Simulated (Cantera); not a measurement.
Input (Python, Cantera) and output of one run.

```python
import numpy as np
import cantera as ct

gas_names = """
    AL ALN ALO ALO2 AL2 AL2O AL2O2 N NO NO2 NO3 N2 N2O O O2 O3
""".split()
cond_names = """
    AL(cr) AL(L) ALN(s) AL2O3(a) AL2O3(L)
""".split()


# ... load() reads the species with a 1 bar reference pressure and builds the phases ...
atoms = {
    'AlN': {'AL': 1, 'N': 1},
    'O2': {'O': 2},
}
top_T = {'ALN(s)': 2750}  # K; cautious upper limits of use, not melting points


# ... equilibrate(T, P, feed) seeds the gas with the atoms and calls Mixture.equilibrate('TP', solver="vcs", rtol=1e-11, max_steps=5000) ...
results = []
feed = {'AlN': 1, 'O2': 0.21}  # mol
T = 1723  # K
P = 3800  # Pa
mix = equilibrate(T, P, feed)
results.append((T, P, feed, dict(zip(mix.species_names, mix.species_moles))))
print(gas.report(threshold=0.0001))
for i in range(1, mix.n_phases):
    print(f"{mix.phase(i).name:16s} {mix.phase_moles(i):12.5e} mol")
```

Result:

```
       temperature   1723 K
          pressure   3800 Pa
           density   0.0074309 kg/m^3
  mean mol. weight   28.014 kg/kmol
   phase of matter   gas

                          1 kg             1 kmol
                     ---------------   ---------------
          enthalpy        1.6491e+06        4.6198e+07  J
   internal energy        1.1377e+06        3.1872e+07  J
           entropy            9777.6        2.7391e+05  J/K
    Gibbs function       -1.5198e+07       -4.2575e+08  J
 heat capacity c_p            1263.9             35406  J/K
 heat capacity c_v            967.08             27092  J/K

                      mass frac. Y      mole frac. X     chem. pot. / RT
                     ---------------   ---------------   ---------------
                N2           0.99999           0.99999           -29.719
     [  +15 minor]        7.8027e-06         6.882e-06

AL(L)             0.00000e+00 mol
ALN(s)            7.19999e-01 mol
AL2O3(a)          1.40000e-01 mol
```

Equilibrium computed with Cantera from the NASA thermochemical tables; the gas is ideal and each condensed phase is pure. Mutual solubility and eutectic melting of coexisting phases are not modelled.
